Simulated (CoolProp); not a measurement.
Model: reference Helmholtz-energy equation of state, Lemmon 2016, in CoolProp.

Task: For R365MFC, give the phase and the density (kg/m³), speed of sound (m/s), Joule-Thomson coefficient (K/MPa), expansivity (1/kK) at 223.55 °C and 1190 kPa.

Result: 
- 223.55 °C and 1190 kPa: gas; density 47.8, speed of sound 154, Joule-Thomson coefficient 6.84, expansivity 2.91
